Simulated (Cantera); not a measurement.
Input: 1 mol TiCl4, a varied amount of H2O, 16 mol N2, at 2123 K and 3.23 Torr.

Cantera equilibrium calculation (NASA polynomials, part measured and part estimated; ideal gas, pure solids and liquids). Candidate condensed phases: H2O, NH4Cl, Ti, TiCl2, TiCl3, TiCl4, TiN, TiO, TiO2, Ti2O3, Ti3O5, Ti4O7; 38 gas species. Mutual solubility and eutectic melting of coexisting phases are not modelled. The tables' values for TiCl2, TiOCl are old estimates; treat these amounts as uncertain. Condensed phases not in the tables: Magnéli phases beyond Ti4O7. Kinetics and transport are ignored.

x: gas mole fraction; n: condensed amount in mol.

```csv
n(H2O) (mol),x N2,x H2O,x HCl,x Cl,x H2,x OH,x TiCl3,x O2,x H,n Ti3O5(l),n Ti4O7(l),n TiO2(rutile)
1,0.820,2.76e-5,0.0914,0.0595,0.00381,3.03e-6,0.0112,5.87e-9,0.00338,0.192,0,0
1.4,0.801,[?],[?],0.0576,[?],[?],[?],[?],[?],[?],0,0
1.9,0.780,[?],0.142,[?],[?],[?],[?],[?],[?],0,[?],0
2.6,0.756,0.0268,0.146,0.0429,0.0186,0.00133,4.59e-7,0.000230,0.00747,0,0.0194,0.913
3.6,0.720,0.0652,0.141,0.0391,0.0209,0.00305,7.36e-8,0.00109,0.00791,0,0,0.991
4.9,0.678,0.111,0.134,0.0353,0.0233,0.00491,2.34e-8,0.00252,0.00835,0,0,0.990
6.7,0.627,0.166,0.126,0.0311,0.0264,0.00690,9.14e-9,0.00440,0.00889,0,0,0.989
9.1,0.570,0.228,0.116,0.0269,0.0298,0.00893,4.01e-9,0.00652,0.00945,0,0,0.988
12,0.514,0.290,0.106,0.0233,0.0332,0.0108,1.97e-9,0.00855,0.00996,0,0,0.987
17,0.440,0.373,0.0912,0.0189,0.0374,0.0131,8.16e-10,0.0111,0.0106,0,0,0.985
```

Complete the blanks.


- 1.9, x H2O: 0.00654
- 1.9, x Cl: 0.0526
- 1.9, x H2: 0.0118
- 1.9, x OH: 0.000407
- 1.9, x TiCl3: 4.46e-6
- 1.9, x O2: 3.43e-5
- 1.9, x H: 0.00594
- 1.9, n Ti4O7(l): 0.248
- 1.4, x H2O: 8.74e-5
- 1.4, x HCl: 0.121
- 1.4, x H2: 0.00713
- 1.4, x OH: 7.00e-6
- 1.4, x TiCl3: 0.00424
- 1.4, x O2: 1.68e-8
- 1.4, x H: 0.00462
- 1.4, n Ti3O5(l): 0.274
